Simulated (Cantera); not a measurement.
A perfectly stirred reactor is fed with H₂ : O₂ = 0.031 : 1 (molar parts), at 20.0 Torr; it is held at 1373 K, and followed from long to short residence time.

Computed with Cantera and GRI-Mech 3.0 (53 species, 325 reactions). Radical loss at walls, strong at low pressure, is not modelled.

Q: What does this change do: 0.019 parts H2O added?

A: 
```tsv
quantity	before	after
x(H₂) at τ = 0.840 s	5.84e-5	6.69e-5
x(O₂) at τ = 0.840 s	0.967	0.949
x(OH) at τ = 0.840 s	0.00116	0.00127
x(O) at τ = 0.840 s	0.00232	0.00176
x(H) at τ = 0.840 s	7.53e-5	6.37e-5
x(H₂) at τ = 12.0 ms	0.000617	0.000719
x(O₂) at τ = 12.0 ms	0.950	0.935
x(OH) at τ = 12.0 ms	0.00332	0.00379
x(O) at τ = 12.0 ms	0.0172	0.0149
x(H) at τ = 12.0 ms	0.00164	0.00165
```

Q: What does this change do: temperature 1373 to 1273 K?

A: 
```csv
quantity,before,after
x(H₂) at τ = 0.840 s,5.84e-5,6.84e-5
x(O₂) at τ = 0.840 s,0.967,0.967
x(OH) at τ = 0.840 s,0.00116,0.000795
x(O) at τ = 0.840 s,0.00232,0.00175
x(H) at τ = 0.840 s,7.53e-5,6.19e-5
x(H₂) at τ = 12.0 ms,0.000617,0.000801
x(O₂) at τ = 12.0 ms,0.950,0.953
x(OH) at τ = 12.0 ms,0.00332,0.00259
x(O) at τ = 12.0 ms,0.0172,0.0146
x(H) at τ = 12.0 ms,0.00164,0.00173
```
